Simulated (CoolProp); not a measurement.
C2F6 (R116) at several states: Z from the reference equation and from simpler models built on Tc = 19.9 °C, pc = 30.48 bar, ω = 0.257; each cubic takes its own stable root.

The numbers come from the reference Helmholtz-energy equation of state, Lemmon 2006 in CoolProp. It is a short technical equation, of lower accuracy than the large ones.

```tsv
T (°C)	p (bar)	phase	reference	Pitzer virial	van der Waals	Soave-Redlich-Kwong	Peng-Robinson
-3.75	0.7	gas	0.9898	0.9893	0.9916	0.9896	0.9887
142.75	42.4	supercritical	0.8841	0.8702	0.8204	0.8958	0.8681
-38.75	1.22	gas	0.9712	0.9701	0.9795	0.9718	0.9699
6.15	0.355	gas	0.9954	0.9952	0.9961	0.9953	0.9949
```
